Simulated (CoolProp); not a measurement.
R1224YDZ along the isotherm 473.1 K: fugacity coefficient from the reference equation and from simpler models built on Tc = 428.7 K, pc = 33.34 bar, ω = 0.325; each cubic takes its own stable root.

Computed with CoolProp (reference Helmholtz-energy equation of state, Akasaka 2023).

| p (bar) | phase | reference | van der Waals | Redlich-Kwong | Soave-Redlich-Kwong | Peng-Robinson |
|---|---|---|---|---|---|---|
| 0.527 | gas | 0.9961 | 0.9963 | 0.9960 | 0.9962 | 0.9957 |
| 0.999 | gas | 0.9927 | 0.9930 | 0.9924 | 0.9929 | 0.9918 |
| 1.89 | gas | 0.9862 | 0.9868 | 0.9856 | 0.9865 | 0.9846 |
| 3.59 | gas | 0.9738 | 0.9750 | 0.9727 | 0.9745 | 0.9709 |
| 6.81 | gas | 0.9506 | 0.9526 | 0.9484 | 0.9519 | 0.9452 |
| 12.9 | gas | 0.9075 | 0.9106 | 0.9034 | (withheld) | 0.8981 |
| 24.5 | gas | 0.8280 | 0.8310 | 0.8200 | 0.8324 | (withheld) |
| 46.4 | supercritical | (withheld) | 0.6755 | 0.6690 | 0.6946 | 0.6663 |
| 87.9 | supercritical | (withheld) | 0.4820 | 0.4735 | 0.5102 | 0.4788 |
| 167 | supercritical | 0.3577 | 0.3949 | (withheld) | (withheld) | 0.3600 |

Some entries are withheld; supply them.


- 12.9, Soave-Redlich-Kwong: 0.9098
- 24.5, Peng-Robinson: 0.8126
- 46.4, reference: 0.6870
- 87.9, reference: 0.4831
- 167, Redlich-Kwong: 0.3620
- 167, Soave-Redlich-Kwong: 0.3971
